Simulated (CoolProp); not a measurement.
Values from CoolProp's reference Helmholtz-energy equation of state, Tillner-Roth 1997.

Problem. For CH2F2 (R32), give the phase and the density (kg/m³), cp (kJ/(kg K)), speed of sound (m/s), expansivity (1/kK) at 391.1 K and 28.9 MPa.

Solution. 
- 391.1 K and 28.9 MPa: supercritical; density 799, cp 1.85, speed of sound 483, expansivity 4.01
